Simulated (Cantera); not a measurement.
## Equilibrium for nitride etching: AlN + H₂

Feed: 1 mol AlN, 180 mol H₂, at 0.520 bar.

Method: chemical equilibrium by Gibbs-energy minimisation in Cantera with the NASA 1993 tables (ideal gas, pure condensed phases). Candidate condensed phases: Al, AlN; 13 gas species. The numbers say what is thermodynamically allowed, not how fast it happens.

| T (°C) | log p H₂ | log p Al | log p H | log p N₂ | n AlN(s) |
|---|---|---|---|---|---|
| 502 | -0.28 | <-12 | -12.15 | <-12 | 1.00 |
| 602 | -0.28 | <-12 | -10.44 | <-12 | 1.00 |
| 702 | -0.28 | <-12 | -9.08 | <-12 | 1.00 |
| 802 | -0.28 | -11.93 | -7.98 | <-12 | 1.00 |
| 902 | -0.28 | -10.59 | -7.05 | -11.56 | 1.00 |
| 1002 | -0.28 | -9.37 | -6.27 | -9.53 | 1.000 |
| 1102 | -0.28 | -8.16 | -5.61 | -8.14 | 1.000 |
| 1202 | -0.28 | -7.05 | -5.03 | -7.07 | 1.000 |
| 1302 | -0.28 | -6.07 | -4.52 | -6.16 | 1.000 |
| 1402 | -0.28 | -5.22 | -4.08 | -5.35 | 0.997 |
| 1502 | -0.28 | -4.46 | -3.68 | -4.63 | 0.984 |
| 1602 | -0.28 | -3.79 | -3.33 | -3.99 | 0.929 |
| 1702 | -0.29 | -3.19 | -3.01 | -3.41 | 0.729 |
| 1802 | -0.29 | -2.65 | -2.72 | -2.88 | 0.0860 |
log p: log10 of the partial pressure in bar; n: condensed amount in mol.

From 502 °C to 1802 °C the condensed part is AlN(s).
